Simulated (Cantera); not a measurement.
An isothermal, constant-pressure homogeneous reactor starts with CH₄ : CO₂ = 1 : 2 (molar parts), at 1498 K and 1.00 atm. Integrator tolerance rtol = 1e-08.

Cantera simulation using GRI-Mech 3.0 (53 species, 325 reactions); the numbers are that mechanism's predictions, not measurements.

Problem. What does this change do: CO2 2 to 3.7 parts?

Solution. 
```json
[
 {"quantity": "x(CH₄) at 7.00 s", "before": "0.0248 (gas-phase equilibrium 4.54e-7)", "after": "0.0130 (gas-phase equilibrium 2.77e-8)"},
 {"quantity": "x(CO₂) at 7.00 s", "before": "0.174 (gas-phase equilibrium 0.0830)", "after": "0.319 (gas-phase equilibrium 0.235)"},
 {"quantity": "x(OH) at 7.00 s", "before": "2.24e-7 (gas-phase equilibrium 1.07e-7)", "after": "3.07e-7 (gas-phase equilibrium 2.28e-7)"},
 {"quantity": "x(CH₂) at 7.00 s", "before": "2.99e-9 (gas-phase equilibrium <1e-12)", "after": "2.77e-9 (gas-phase equilibrium <1e-12)"},
 {"quantity": "x(HCO) at 7.00 s", "before": "4.62e-9 (gas-phase equilibrium 7.78e-9)", "after": "3.21e-9 (gas-phase equilibrium 4.76e-9)"},
 {"quantity": "x(H) at 7.00 s", "before": "7.03e-6 (gas-phase equilibrium 9.14e-6)", "after": "4.99e-6 (gas-phase equilibrium 6.20e-6)"},
 {"quantity": "x(CO) at 7.00 s", "before": "0.390 (gas-phase equilibrium 0.517)", "after": "0.372 (gas-phase equilibrium 0.467)"}
]
```
